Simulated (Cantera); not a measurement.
Feed: 1 mol borazine, 0.39 mol NH3, held at 2400 K and 0.0133 bar.

Method: chemical equilibrium by Gibbs-energy minimisation in Cantera with the NASA 1993 tables (ideal gas, pure condensed phases). Candidate condensed phases: B, BN; 15 gas species. The feed counts by its element totals alone. The tables' values for BH2 are old estimates; treat these amounts as uncertain. Equilibrium is a limit: real reactors are often held back by kinetics, nucleation or transport.

Problem. What is the equilibrium state?

Solution. 
```json
{
 "x(H2)": "0.587",
 "x(N2)": "0.303",
 "x(H)": "0.106",
 "x(B)": "0.00239",
 "x(BH2)": "0.00175",
 "x(BH)": "0.000142",
 "x(BN)": "6.95e-5",
 "x(BH3)": "4.13e-6",
 "n(B(l))": "2.98 mol",
 "gas_amount": "5.589 mol"
}
```
